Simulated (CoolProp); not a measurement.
Nitrogen at 336.88 K and 0.489 MPa flows at 0.17 m/s in a round tube of 100 mm bore and 0.25 µm roughness, fully developed (64/Re and Nu = 3.66 if laminar; Colebrook and Gnielinski if turbulent). Each further row changes one setting.

Values from CoolProp's reference Helmholtz-energy equation of state, Span 2000.

| case | Reynolds number | Darcy friction factor | pressure drop (Pa/m) | heat-transfer coefficient (W/(m² K)) | mass flow (kg/h) |
|---|---|---|---|---|---|
| as stated | 4240 | 0.0392 | 0.0277 | 3.97 | 23.5 |
| velocity 0.34 m/s | 8480 | 0.0323 | 0.0912 | 7.39 | 47.0 |
| diameter 200 mm | 8480 | 0.0323 | 0.0114 | 3.69 | 94.0 |

Viscosity comes from a separate model (Lemmon 2004). Thermal conductivity comes from a separate model (Lemmon 2004).
